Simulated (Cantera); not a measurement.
Feed: 1 mol B, 9 mol O2, 57 mol N2, held at 1825 °C and 0.000830 bar.

Cantera equilibrium calculation (NASA polynomials, part measured and part estimated; ideal gas, pure solids and liquids). Candidate condensed phases: B, BN, B2O3; 17 gas species. Rates play no part.

Base state: N2 0.854, O2 0.110, O 0.0158, BO2 0.00924, NO 0.00747, B2O3 0.00270, BO 0.000403 (mole fractions); condensed: gas only.

Problem. What changes in the equilibrium state with this change: temperature from 1825 °C to 1252 °C?

Solution. 
```json
[
 {"species": "N2", "before": "0.854", "after": "0.866"},
 {"species": "O2", "before": "0.110", "after": "0.125"},
 {"species": "B2O3", "before": "0.00270", "after": "0.00719"},
 {"species": "O", "before": "0.0158", "after": "6.94e-5"},
 {"species": "BO", "before": "0.000403", "after": "9.01e-8"},
 {"species": "BO2", "before": "0.00924", "after": "0.000833"},
 {"species": "NO", "before": "0.00747", "after": "0.00111"}
]
```
